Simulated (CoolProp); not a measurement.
Saturation properties of methane.

The numbers come from the reference Helmholtz-energy equation of state, Setzmann 1991 in CoolProp.

| T (°C) | p (MPa) | liquid cp (kJ/(kg K)) | liquid viscosity (µPa s) | vapour viscosity (µPa s) | liquid conductivity (mW/(m K)) |
|---|---|---|---|---|---|
| -124.25 | 0.9891 | 4.016 | 58.5 | 5.83 | 131 |
| -120.65 | 1.162 | 4.126 | 54.9 | 6.02 | 126 |
| -117.05 | 1.357 | 4.258 | 51.6 | 6.23 | 121 |
| -113.45 | 1.573 | 4.420 | 48.4 | 6.46 | [?] |
| -109.75 | 1.820 | 4.631 | 45.1 | 6.72 | 110 |
| -106.15 | 2.086 | 4.897 | 42.1 | 7.02 | 105 |
| -102.55 | [?] | 5.255 | 39.1 | 7.36 | 99.7 |
| -98.95 | 2.701 | 5.766 | [?] | 7.77 | [?] |
| -95.35 | [?] | 6.554 | 33.0 | 8.29 | 88.9 |

Problem. Complete the blanks.

Solution. 
- -113.45, liquid conductivity (mW/(m K)): 115
- -102.55, p (MPa): 2.379
- -98.95, liquid viscosity (µPa s): 36.1
- -98.95, liquid conductivity (mW/(m K)): 94.4
- -95.35, p (MPa): 3.053

It boils at -161.5 °C under 1 atm.

Viscosity comes from a separate model (Quiñones-Cisneros 2006). Thermal conductivity comes from a separate model (Friend 1989).
